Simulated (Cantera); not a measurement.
What does this Cantera script print?

```python
import numpy as np
import cantera as ct

gas_names = [...]  # 151 gases of nasa_gas.yaml made of C, H, N, O, Si
cond_names = """
    C(gr) C6H6(L) C7H8(L) C8H18(L),n-octa H2O(s) H2O(L) Si(cr) Si(L) SiC(b) SiO2(Lqz) SiO2(hqz) SiO2(L)
    Si2N2O(s) Si3N4(a)
""".split()


# ... load() reads the species with a 1 bar reference pressure and builds the phases ...
atoms = {
    'HMDSO': {'Si': 2, 'C': 6, 'H': 18, 'O': 1},
    'O2': {'O': 2},
    'N2': {'N': 2},
}
top_T = {'C(gr)': 4500, 'SiC(b)': 3050, 'Si2N2O(s)': 2100, 'Si3N4(a)': 2400}  # K; cautious upper limits of use, not melting points


# ... equilibrate(T, P, feed) seeds the gas with the atoms and calls Mixture.equilibrate('TP', solver="vcs", rtol=1e-11, max_steps=5000) ...
results = []
feed = {'HMDSO': 1, 'O2': 0.92, 'N2': 200}  # mol
T = 2048  # K
P = 1500  # Pa
mix = equilibrate(T, P, feed)
results.append((T, P, feed, dict(zip(mix.species_names, mix.species_moles))))
x = sorted(zip(gas.X, gas.species_names), reverse=True)
print(f"T = {T:g} K  P = {P:g} Pa  gas = {mix.phase_moles(0):.4g} mol")
print("   x: " + "  ".join(f"{s} {v:.3e}" for v, s in x if v > 0.0001))
print("   condensed (mol): " + ("  ".join(f"{mix.phase(i).name} {mix.phase_moles(i):.4g}"
      for i in range(1, mix.n_phases) if mix.phase_moles(i) > 1e-12) or "none"))
```

Result:

```
T = 2048 K  P = 1500 Pa  gas = 212.3 mol
   x: N2 9.403e-01  H2 3.875e-02  CO 1.324e-02  H 3.599e-03  HCN 3.385e-03  Si 3.285e-04  HNC 2.094e-04  SiO 1.374e-04
   condensed (mol): C(gr) 0.507  SiC(b) 1.889
```

Method: chemical equilibrium by Gibbs-energy minimisation in Cantera with the NASA 1993 tables (ideal gas, pure condensed phases). The feed counts by its element totals alone.
